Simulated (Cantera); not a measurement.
## Ignition delay

Mixture: 5.56 % CH3OH, 19.9 % O2, 74.6 % N2, equivalence ratio 0.42, at 0.799 atm, adiabatic and at constant volume. Ignition delay is the time to a rise of 400 K.

Detailed kinetics in Cantera: GRI-Mech 3.0 (53 species, 325 reactions). GRI-Mech 3.0 was tuned for natural gas; its chemistry of methanol as a main component is partial and can be far from experiment.

```tsv
T0 (K)	delay (ms)
1250	6.20
1350	1.61
1450	0.536
1550	0.217
1650	0.101
1750	0.0525
1850	0.0295
```

The apparent activation energy between 1650 and 1850 K is 160 kJ/mol.
